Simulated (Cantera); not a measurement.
Thermodynamics of metals in furnace atmospheres, feed Fe + O2 + N2

Feed: 1 mol Fe, 0.34 mol O2, a varied amount of N2, at 1823.15 K and 10.0 mbar.

These are equilibrium values from Cantera (NASA tables, ideal gas, pure condensed phases), not measurements of a reactor. Candidate condensed phases: Fe, FeO, Fe2O3, Fe3O4; 11 gas species. Each liquid is taken as pure. Mutual solubility and eutectic melting of coexisting phases are not modelled. The tables' stoichiometric FeO is somewhat more stable than real wüstite, so its field is too wide. FeO: taken at fixed stoichiometry. The numbers say what is thermodynamically allowed, not how fast it happens.

```csv
n(N2) (mol),x N2,x Fe,x FeO,x NO,x O,x O2,n Fe(l),n FeO(l)
16,0.996,0.00408,2.32e-5,3.34e-6,4.59e-7,9.21e-8,0.255,0.680
35,0.996,0.00408,2.32e-5,3.34e-6,4.59e-7,9.21e-8,0.177,0.679
54,0.996,0.00408,2.32e-5,3.34e-6,4.59e-7,9.21e-8,0.0990,0.679
72,0.996,0.00408,2.32e-5,3.34e-6,4.59e-7,9.21e-8,0.0254,0.678
91,0.996,0.00351,2.32e-5,3.89e-6,5.33e-7,1.25e-7,0,0.677
110,0.997,0.00291,2.32e-5,4.70e-6,6.44e-7,1.82e-7,0,0.677
130,0.998,0.00246,2.32e-5,5.55e-6,7.60e-7,2.53e-7,0,0.676
150,0.998,0.00214,2.32e-5,6.39e-6,8.75e-7,3.36e-7,0,0.675
160,0.998,0.00200,2.32e-5,6.81e-6,9.33e-7,3.82e-7,0,0.675
180,0.998,0.00178,2.32e-5,7.66e-6,1.05e-6,4.82e-7,0,0.674
200,0.998,0.00161,2.32e-5,8.49e-6,1.16e-6,5.93e-7,0,0.673
```
x: gas mole fraction; n: condensed amount in mol.

From 16 mol N2 to 72 mol N2 the condensed part is Fe(l) + FeO(l). From 91 mol N2 to 200 mol N2 the condensed part is FeO(l). The main Fe-bearing gas is Fe throughout. The share of Fe in condensed phases is highest at 16 mol N2 (93.4 %) and lowest at 200 mol N2 (67.3 %).
